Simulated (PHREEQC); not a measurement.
**City or well water (model solution)**

A made-up water analysis in mg/L, 20 °C, pH 7.62, pe 2.3:

```json
[
 {"constituent": "Na", "mg/L": "3.7"},
 {"constituent": "K", "mg/L": "40"},
 {"constituent": "Ca", "mg/L": "14.3"},
 {"constituent": "Mg", "mg/L": "18.9"},
 {"constituent": "Cl", "mg/L": "69.4"},
 {"constituent": "S(6) as SO4", "mg/L": "25.8"},
 {"constituent": "Alkalinity as HCO3", "mg/L": "61.6"},
 {"constituent": "Fe(2)", "mg/L": "0.0554"},
 {"constituent": "Li", "mg/L": "0.0288"}
]
```

Valence states are taken as typed.

The numbers come from PHREEQC with the ion-association model, phreeqc.dat.

```json
{
  "ionic_strength": "0.00475 mol/kgw",
  "specific_conductance": "361 µS/cm",
  "charge_balance_error": "-0.7 %"
}
```

| species | molality | activity | log γ |
|---|---|---|---|
| Cl- | 0.00196 | 0.00182 | -0.032 |
| K+ | 0.00102 | 0.000949 | -0.032 |
| HCO3- | 0.000992 | 0.000924 | -0.031 |
| Mg+2 | 0.000749 | 0.000565 | -0.123 |
| Ca+2 | 0.000345 | 0.000259 | -0.124 |
| SO4-2 | 0.000239 | 0.000179 | -0.125 |
| Na+ | 0.000161 | 0.000150 | -0.032 |
| CO2 | 5.34e-5 | 5.34e-5 | 0.000 |
| MgSO4 | 2.07e-5 | 2.08e-5 | 0.000 |
| CaSO4 | 7.92e-6 | 7.93e-6 | 0.000 |
| MgHCO3+ | 6.44e-6 | 5.99e-6 | -0.032 |

Precipitation was switched off in this run.
